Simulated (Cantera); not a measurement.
n-butane + H₂O (carbon deposition, reforming and gasification)

A closed system holds: 1 mol n-butane, 0.028 mol H₂O, equilibrated at 75.0 Torr.

Equilibrium computed with Cantera from the NASA thermochemical tables; the gas is ideal and each condensed phase is pure. Candidate condensed phases: C, C₆H₆, C₇H₈, C₈H₁₈, H₂O; 131 gas species. Ions and electrons are included (thermal ionisation). Rates play no part.

```tsv
T (°C)	x H	x H₂	x C	x C₃	x C₂H₂ (acetylene)	x C₂	x C₂H	n C(graphite)
2727	0.378	0.573	0.000507	0.00312	0.0356	0.000317	0.00404	3.38
2977	0.573	0.319	0.00455	0.0362	0.0387	0.00387	0.0166	2.07
3227	0.696	0.139	0.0200	0.0887	0.0135	0.0148	0.0212	0
3477	0.771	0.0592	0.0521	0.0729	0.00248	0.0247	0.0129	0
3727	0.778	0.0238	0.110	0.0462	0.000399	0.0322	0.00636	0
3977	0.753	0.00984	0.182	0.0196	5.42e-5	0.0299	0.00242	0
4227	0.731	0.00447	0.237	0.00521	6.32e-6	0.0193	0.000703	0
4477	0.721	0.00226	0.263	0.00108	7.32e-7	0.0100	0.000181	0
4727	0.718	0.00124	0.274	0.000222	9.59e-8	0.00499	4.84e-5	0
```
x: gas mole fraction; n: condensed amount in mol.

From 2727 °C to 2977 °C the condensed part is C(graphite). From 3227 °C to 4727 °C nothing is condensed. The main C-bearing gas is C₂H₂ (acetylene) at 2727 °C and C at 4727 °C.
